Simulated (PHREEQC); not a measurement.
# Brackish or sea water: speciation

A made-up water analysis in mmol/kgw, 5 °C, pH 8.21, pe 1:

```json
[
 {"constituent": "Na", "mmol/kgw": "109"},
 {"constituent": "K", "mmol/kgw": "0.36"},
 {"constituent": "Ca", "mmol/kgw": "0.609"},
 {"constituent": "Mg", "mmol/kgw": "2.77"},
 {"constituent": "Cl", "mmol/kgw": "75.2"},
 {"constituent": "S(6)", "mmol/kgw": "18.5"},
 {"constituent": "Alkalinity (meq/kgw)", "mmol/kgw": "10.1"},
 {"constituent": "N(-3)", "mmol/kgw": "0.0402"},
 {"constituent": "B", "mmol/kgw": "0.57"},
 {"constituent": "Mn(2)", "mmol/kgw": "3.37"},
 {"constituent": "Br", "mmol/kgw": "0.135"}
]
```

Valence states are taken as typed.

Equilibrium calculation in PHREEQC: ion-association model, wateq4f.dat.

```
Property                      Value
--------------------  -------------
ionic strength        0.134 mol/kgw
charge-balance error          0.2 %
```

```csv
species,molality,activity,log γ
Na+,0.106,0.0820,-0.113
Cl-,0.0750,0.0562,-0.126
SO4-2,0.0150,0.00522,-0.459
HCO3-,0.00706,0.00548,-0.110
NaSO4-,0.00242,0.00187,-0.110
Mg+2,0.00213,0.000825,-0.411
Mn+2,0.00146,0.000553,-0.422
MnCO3,0.00106,0.00109,0.013
```

This is a speciation only: nothing precipitates in the calculation. Saturation is exceeded, for instance for Rhodochrosite; the values hold only as long as no solid forms. Constants without temperature data keep their 25 °C values here.
